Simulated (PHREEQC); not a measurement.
0.013 g of hydrous ferric oxide (600 m²/g; 0.2 weak and 0.005 strong sites per Fe, Dzombak-Morel constants, diffuse double layer) in 1 kg of water with 0.1 mol/kgw of an inert sodium salt, at 25 °C; the pH is set by adding NaOH or the inert anion's acid. O2 is buffered at 0.21 atm. No CO2 enters from the air. Precipitation was switched off in this run.

Base run: PHREEQC, ion-association model, wateq4f.dat. Each further column changes one thing. The table gives surface potential ψ (mV).

```tsv
pH	base	background salt from 0.1 to 0.01 mol/kgw	oxide from 0.013 to 0.065 g/kgw	6.5e-05 mol/kgw Ag2SO4 added
4	147	185	147	112
4.38	141	…	141	…
5.12	123	…	123	102
5.5	111	132	111	96
5.88	98	…	98	88
6.62	69	80	69	…
7	52	61	52	51
7.38	35	40	35	35
8.12	0	…	0	0
8.5	-19	-22	-19	…
8.88	-37	-42	-37	-35
9.62	-70	-81	-70	-57
10	-85	-100	-85	-63
```

Task: Complete the blanks.

Result: 
- 4.38, background salt from 0.1 to 0.01 mol/kgw: 174
- 4.38, 6.5e-05 mol/kgw Ag2SO4 added: 110
- 5.12, background salt from 0.1 to 0.01 mol/kgw: 148
- 5.88, background salt from 0.1 to 0.01 mol/kgw: 116
- 6.62, 6.5e-05 mol/kgw Ag2SO4 added: 66
- 8.12, background salt from 0.1 to 0.01 mol/kgw: -1
- 8.5, 6.5e-05 mol/kgw Ag2SO4 added: -18
